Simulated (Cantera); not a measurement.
## Nitride etching: Si₃N₄ + Cl₂ + H₂

A closed system holds: 1 mol Si₃N₄, 2.1 mol Cl₂, 9.8 mol H₂, equilibrated at 25.0 mbar.

These are equilibrium values from Cantera (NASA tables, ideal gas, pure condensed phases), not measurements of a reactor. Candidate condensed phases: NH₄Cl, Si, Si₃N₄; 28 gas species. The tables' values for SiCl₃ are old estimates; treat these amounts as uncertain. Equilibrium is a limit: real reactors are often held back by kinetics, nucleation or transport.

From 923 K to 1523 K the condensed part is Si₃N₄(s). The main Si-bearing gas is SiCl₄ at 923 K and SiCl₂ at 1523 K.

```json
[
 {"T (K)": "923", "x H₂": "0.696", "x HCl": "0.268", "x SiCl₂": "1.53e-7", "x N₂": "0.0147", "x SiCl₄": "0.0218", "n Si₃N₄(s)": "0.913"},
 {"T (K)": "973", "x H₂": "0.692", "x HCl": "0.274", "x SiCl₂": "1.00e-6", "x N₂": "0.0137", "x SiCl₄": "0.0202", "n Si₃N₄(s)": "0.919"},
 {"T (K)": "1023", "x H₂": "0.689", "x HCl": "0.279", "x SiCl₂": "5.41e-6", "x N₂": "0.0128", "x SiCl₄": "0.0187", "n Si₃N₄(s)": "0.924"},
 {"T (K)": "1073", "x H₂": "0.687", "x HCl": "0.283", "x SiCl₂": "2.49e-5", "x N₂": "0.0121", "x SiCl₄": "0.0174", "n Si₃N₄(s)": "0.929"},
 {"T (K)": "1123", "x H₂": "0.684", "x HCl": "0.287", "x SiCl₂": "9.89e-5", "x N₂": "0.0115", "x SiCl₄": "0.0162", "n Si₃N₄(s)": "0.932"},
 {"T (K)": "1173", "x H₂": "0.682", "x HCl": "0.290", "x SiCl₂": "0.000345", "x N₂": "0.0112", "x SiCl₄": "0.0149", "n Si₃N₄(s)": "0.934"},
 {"T (K)": "1223", "x H₂": "0.680", "x HCl": "0.292", "x SiCl₂": "0.00106", "x N₂": "0.0112", "x SiCl₄": "0.0134", "n Si₃N₄(s)": "0.934"},
 {"T (K)": "1273", "x H₂": "0.679", "x HCl": "0.292", "x SiCl₂": "0.00283", "x N₂": "0.0118", "x SiCl₄": "0.0116", "n Si₃N₄(s)": "0.930"},
 {"T (K)": "1323", "x H₂": "0.677", "x HCl": "0.289", "x SiCl₂": "0.00653", "x N₂": "0.0134", "x SiCl₄": "0.00919", "n Si₃N₄(s)": "0.920"},
 {"T (K)": "1373", "x H₂": "0.676", "x HCl": "0.282", "x SiCl₂": "0.0129", "x N₂": "0.0165", "x SiCl₄": "0.00657", "n Si₃N₄(s)": "0.901"},
 {"T (K)": "1423", "x H₂": "0.677", "x HCl": "0.270", "x SiCl₂": "0.0222", "x N₂": "0.0214", "x SiCl₄": "0.00418", "n Si₃N₄(s)": "0.871"},
 {"T (K)": "1473", "x H₂": "0.679", "x HCl": "0.251", "x SiCl₂": "0.0339", "x N₂": "0.0279", "x SiCl₄": "0.00238", "n Si₃N₄(s)": "0.830"},
 {"T (K)": "1523", "x H₂": "0.683", "x HCl": "0.228", "x SiCl₂": "0.0472", "x N₂": "0.0356", "x SiCl₄": "0.00124", "n Si₃N₄(s)": "0.781"}
]
```
x: gas mole fraction; n: condensed amount in mol.
